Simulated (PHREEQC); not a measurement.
Consider water at 40 °C with 0.0121 mol H2S, 0.00046 mol HCl and 0.00022 mol ZnCl2 per kg of water. Closed to the air; pH follows from the charge balance.

The numbers come from PHREEQC with the ion-association model, wateq4f.dat.

This is a speciation only: nothing precipitates in the calculation.

Q: What pH does the model give?

A: pH 3.06.

Q: In which forms is S present?

A: H2S 96 %, Zn(HS)2 3.6 % of the S.

Examples of supersaturated solids here: Sphalerite (slow to form). Others may be too. At this temperature some constants are extrapolated from 25 °C, and those without enthalpy data are left unchanged. The polysulfide entries of wateq4f.dat were taken out for this run.
